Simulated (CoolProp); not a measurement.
Properties of R507A along the isobar 10.3 MPa (Tc = 343.8 K, pc = 3.705 MPa, ω = 0.286).

Model: reference Helmholtz-energy equation of state, Lemmon 2003, in CoolProp. It is a pseudo-pure fit of the blend.

```json
[
 {"T (K)": "326.1", "phase": "liquid", "density (kg/m³)": "1019", "cp (kJ/(kg K))": "1.470", "speed of sound (m/s)": "389.4", "Joule-Thomson coefficient (K/MPa)": "0.2178", "Prandtl number": "2.68"},
 {"T (K)": "335.3", "phase": "liquid", "density (kg/m³)": "979.1", "cp (kJ/(kg K))": "1.513", "speed of sound (m/s)": "356.7", "Joule-Thomson coefficient (K/MPa)": "0.3511", "Prandtl number": "2.61"},
 {"T (K)": "344.6", "phase": "supercritical", "density (kg/m³)": "936.2", "cp (kJ/(kg K))": "1.562", "speed of sound (m/s)": "324.7", "Joule-Thomson coefficient (K/MPa)": "0.5215", "Prandtl number": "2.55"},
 {"T (K)": "353.9", "phase": "supercritical", "density (kg/m³)": "889.9", "cp (kJ/(kg K))": "1.618", "speed of sound (m/s)": "294.1", "Joule-Thomson coefficient (K/MPa)": "0.7384", "Prandtl number": "2.51"},
 {"T (K)": "363.2", "phase": "supercritical", "density (kg/m³)": "839.6", "cp (kJ/(kg K))": "1.680", "speed of sound (m/s)": "265.6", "Joule-Thomson coefficient (K/MPa)": "1.014", "Prandtl number": "2.48"},
 {"T (K)": "372.5", "phase": "supercritical", "density (kg/m³)": "785.4", "cp (kJ/(kg K))": "1.745", "speed of sound (m/s)": "239.7", "Joule-Thomson coefficient (K/MPa)": "1.358", "Prandtl number": "2.44"},
 {"T (K)": "381.7", "phase": "supercritical", "density (kg/m³)": "728.3", "cp (kJ/(kg K))": "1.804", "speed of sound (m/s)": "217.7", "Joule-Thomson coefficient (K/MPa)": "1.768", "Prandtl number": "2.38"},
 {"T (K)": "391", "phase": "supercritical", "density (kg/m³)": "668.8", "cp (kJ/(kg K))": "1.845", "speed of sound (m/s)": "199.9", "Joule-Thomson coefficient (K/MPa)": "2.231", "Prandtl number": "2.29"},
 {"T (K)": "400.3", "phase": "supercritical", "density (kg/m³)": "610.1", "cp (kJ/(kg K))": "1.849", "speed of sound (m/s)": "187.2", "Joule-Thomson coefficient (K/MPa)": "2.684", "Prandtl number": "2.15"},
 {"T (K)": "409.6", "phase": "supercritical", "density (kg/m³)": "555.6", "cp (kJ/(kg K))": "1.814", "speed of sound (m/s)": "179.5", "Joule-Thomson coefficient (K/MPa)": "3.053", "Prandtl number": "1.98"},
 {"T (K)": "418.9", "phase": "supercritical", "density (kg/m³)": "507.7", "cp (kJ/(kg K))": "1.753", "speed of sound (m/s)": "176.0", "Joule-Thomson coefficient (K/MPa)": "3.296", "Prandtl number": "1.80"},
 {"T (K)": "428.1", "phase": "supercritical", "density (kg/m³)": "467.3", "cp (kJ/(kg K))": "1.687", "speed of sound (m/s)": "175.4", "Joule-Thomson coefficient (K/MPa)": "3.414", "Prandtl number": "1.65"}
]
```

Viscosity comes from a separate model (Geller 2000). Thermal conductivity comes from a separate model (Geller 2001).
